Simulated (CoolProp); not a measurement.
Properties of decamethylcyclopentasiloxane (D5) along the isotherm 620 K.

The numbers come from the reference Helmholtz-energy equation of state, Thol 2019 in CoolProp.

| p (kPa) | phase | density (kg/m³) | isothermal compressibility (1/MPa) | expansivity (1/kK) |
|---|---|---|---|---|
| 34.1 | gas | 2.481 | 29.66 | 1.684 |
| 53.1 | gas | 3.888 | 19.17 | 1.726 |
| 82.6 | gas | 6.109 | 12.46 | 1.793 |
| 129 | gas | 9.700 | 8.115 | 1.907 |
| 200 | gas | 15.45 | 5.387 | 2.103 |
| 312 | gas | 25.22 | 3.637 | 2.481 |
| 486 | gas | 42.69 | 2.587 | [?] |
| 756 | gas | 79.29 | 2.157 | 6.159 |
| 1180 | supercritical | 421.2 | 1.026 | 29.07 |
| 1830 | supercritical | [?] | [?] | 6.346 |
| 2850 | supercritical | 557.2 | 0.05695 | 3.692 |
| 4450 | supercritical | [?] | 0.03066 | 2.520 |
| 6920 | supercritical | 630.3 | 0.01809 | [?] |
| 10800 | supercritical | [?] | 0.01111 | 1.405 |

Question: Complete the blanks.

Answer: 
- 486, expansivity (1/kK): 3.323
- 1830, density (kg/m³): 511.7
- 1830, isothermal compressibility (1/MPa): 0.1302
- 4450, density (kg/m³): 595.1
- 6920, expansivity (1/kK): 1.848
- 10800, density (kg/m³): 665.5
